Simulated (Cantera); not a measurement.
SiCl₄ + N₂ + H₂ (silicon nitride deposition)

Feed: 1 mol SiCl₄, 3.1 mol N₂, 31 mol H₂, equilibrated at 5.00 mbar.

These are equilibrium values from Cantera (NASA tables, ideal gas, pure condensed phases), not measurements of a reactor. Candidate condensed phases: NH₄Cl, Si, Si₃N₄; 28 gas species. The tables' values for SiCl, SiCl₃, SiN are old estimates; treat these amounts as uncertain. Gases not in the tables: Si₂H₆ and higher silanes. The numbers say what is thermodynamically allowed, not how fast it happens.

| T (K) | x H₂ | x N₂ | x HCl | x SiCl₂ | x H | x Si | x SiCl | x Cl | n Si(s) | n Si(l) |
|---|---|---|---|---|---|---|---|---|---|---|
| 1625 | 0.823 | 0.0858 | 0.0693 | 0.0204 | 0.000905 | 3.26e-5 | 4.81e-5 | 6.00e-5 | 0.253 | 0 |
| 1650 | 0.823 | 0.0858 | 0.0690 | 0.0206 | 0.00117 | 5.36e-5 | 6.58e-5 | 7.67e-5 | 0.247 | 0 |
| 1675 | 0.823 | 0.0858 | 0.0688 | 0.0207 | 0.00149 | 8.68e-5 | 8.93e-5 | 9.72e-5 | 0.240 | 0 |
| 1700 | 0.822 | 0.0858 | 0.0689 | 0.0207 | 0.00189 | 0.000136 | 0.000118 | 0.000123 | 0 | 0.240 |
| 1725 | 0.821 | 0.0857 | 0.0695 | 0.0203 | 0.00238 | 0.000203 | 0.000152 | 0.000156 | 0 | 0.249 |
| 1750 | 0.820 | 0.0857 | 0.0701 | 0.0199 | 0.00298 | 0.000300 | 0.000193 | 0.000196 | 0 | 0.257 |
| 1775 | 0.819 | 0.0856 | 0.0707 | 0.0196 | 0.00371 | 0.000439 | 0.000244 | 0.000246 | 0 | 0.262 |
| 1800 | 0.818 | 0.0856 | 0.0713 | 0.0192 | 0.00458 | 0.000635 | 0.000306 | 0.000305 | 0 | 0.265 |
| 1825 | 0.816 | 0.0855 | 0.0718 | 0.0188 | 0.00563 | 0.000910 | 0.000382 | 0.000377 | 0 | 0.263 |
| 1850 | 0.815 | 0.0854 | 0.0722 | 0.0185 | 0.00688 | 0.00129 | 0.000473 | 0.000463 | 0 | 0.257 |
x: gas mole fraction; n: condensed amount in mol.

From 1625 K to 1675 K the condensed part is Si(s). From 1700 K to 1850 K the condensed part is Si(l). The main Si-bearing gas is SiCl₂ throughout.
